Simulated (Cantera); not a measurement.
## Equilibrium for boron, boron nitride and boron oxide: B2O3 + H2

Charge: 1 mol B2O3, 1.7 mol H2, equilibrated at 0.000120 bar.

Method: chemical equilibrium by Gibbs-energy minimisation in Cantera with the NASA 1993 tables (ideal gas, pure condensed phases). Candidate condensed phases: B, B2O3, B3O3H3, H2O; 23 gas species. Equilibrium is a limit: real reactors are often held back by kinetics, nucleation or transport.

```
T (°C)   x H2    x B2O3    x HBO2     x HBO  n B2O3(l)
------  -----  --------  --------  --------  ---------
700     1.000   7.38e-9   1.53e-6   3.98e-6      1.000
750     1.000   8.19e-8   7.22e-6   1.41e-5      1.000
800     1.000   7.18e-7   2.87e-5   4.51e-5      1.000
850     1.000   5.15e-6   9.81e-5  0.000132      1.000
900     0.999   3.10e-5  0.000296  0.000357      0.999
950     0.998  0.000160  0.000806  0.000894      0.998
1000    0.995  0.000723   0.00202   0.00208      0.995
1050    0.987   0.00290   0.00470   0.00448      0.987
1100    0.969    0.0104    0.0103   0.00895      0.964
1150    0.924    0.0342    0.0214    0.0165      0.899
```
x: gas mole fraction; n: condensed amount in mol.

From 700 °C to 1150 °C the condensed part is B2O3(l). The main B-bearing gas is HBO at 700 °C and B2O3 at 1150 °C.
